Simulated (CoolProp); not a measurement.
Vapour-liquid equilibrium of dimethyl carbonate (1) + n-heptane (2) at 347.6 K; x and y are mole fractions of (1).

Values from CoolProp's multi-fluid Helmholtz-energy mixture model, Zhou 2011 and Span 2003; pair parameters Bell 2016.

Task: Give the bubble pressure and the first vapour's composition at x = 0.05, 0.275, 0.5. Is there an azeotrope?

Result: x = 0.05: 0.5558 bar, y = 0.185; x = 0.275: 0.7456 bar, y = 0.488; x = 0.5: 0.7904 bar, y = 0.575. y crosses x between x = 0.575 and 0.65: the model has an azeotrope there.

The pair parameters rest on a limited set of measurements; away from them the model extrapolates.
